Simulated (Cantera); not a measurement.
Equilibrium for iron carbonyl, mercury and lead vapours: PbO + CO + N2

Charge: 1 mol PbO, 7.5 mol CO, 8.6 mol N2.

Equilibrium computed with Cantera from the NASA thermochemical tables; the gas is ideal and each condensed phase is pure. Candidate condensed phases: C, Pb, PbO, PbO2, Pb3O4; 27 gas species. Kinetics and transport are ignored.

Stable condensed phases:

```
T in K \ P in Pa
              10      68     460    3200   22000  150000 1000000
   1575        A       A       A       A       A       B       B
   1500        A       A       A       A       A       B       B
   1425        A       A       A       A       B       B       B
   1350        A       A       A       A       B       B       B
   1275        A       A       A       A       B       B       B
   1200        A       A       A       B       B       B       B
   1125        A       A       B       B       B       B       C
   1050        A       A       B       B       B       B       C
    975        A       B       B       B       B       C       C
    900        B       B       B       B       C       C       C
    825        B       B       B       C       C       C       C
    750        B       B       C       C       C       C       C
```

A: gas only; B: Pb; C: C + Pb.
